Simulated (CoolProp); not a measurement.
Vapour-liquid equilibrium of ethane (1) + propane (2) at 225.1 K; x and y are mole fractions of (1).

Model: multi-fluid Helmholtz-energy mixture model, Bücker 2006 and Lemmon 2009; pair parameters Kunz 2012, in CoolProp.

```csv
x,bubble pressure (bar),y at the bubble point,dew pressure at overall composition x (bar),liquid density (mol/L)
0.05,1.008,0.264,0.8096,13.47
0.125,1.357,0.488,0.8699,13.68
0.2,1.705,0.622,0.9398,13.89
0.275,2.057,0.711,1.022,14.10
0.35,2.415,0.776,1.119,14.32
0.425,2.782,0.826,1.237,14.54
0.5,3.159,0.865,1.382,14.76
0.575,3.546,0.896,1.565,14.99
0.65,3.943,0.922,1.802,15.21
0.725,4.352,0.944,2.123,15.44
0.8,4.769,0.963,2.578,15.66
0.875,5.194,0.978,3.275,15.89
0.95,5.625,0.992,4.475,16.11
```

No azeotrope shows between x = 0.05 and 0.95.

Pair parameters are fitted to limited data, so mixtures are less certain than the pure fluids.
